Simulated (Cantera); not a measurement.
Mixture: H2 : O2 : N2 : H2O = 1 : 0.575 : 2.16 : 0.32 (molar parts), equivalence ratio 0.87, at 5.03 atm, adiabatic and at constant volume. Ignition delay is the time to a rise of 400 K.

Model: the H2/O2 subset of GRI-Mech 3.0, which has no nitrogen chemistry, integrated in Cantera. The hydrogen kinetics of GRI-Mech 3.0 are dated; newer H2 mechanisms differ, most at raised pressure. Where the delays flatten at high temperature, the 400 K rule measures the pace of heat release, not the induction time.

```tsv
quantity	before	after
delay at 1275 K	13.2 µs	16.5 µs
delay at 1425 K	4.21 µs	5.22 µs
delay at 1575 K	2.39 µs	2.98 µs
delay at 1725 K	1.66 µs	2.09 µs
delay at 1875 K	1.33 µs	1.69 µs
```

Which change was made?
A) O2 0.575 to 0.41 parts
B) pressure from 5.03 atm to 9.28 atm
C) pressure from 5.03 atm to 0.375 atm
D) pressure from 5.03 atm to 8.59 atm

A, O2 0.575 to 0.41 parts
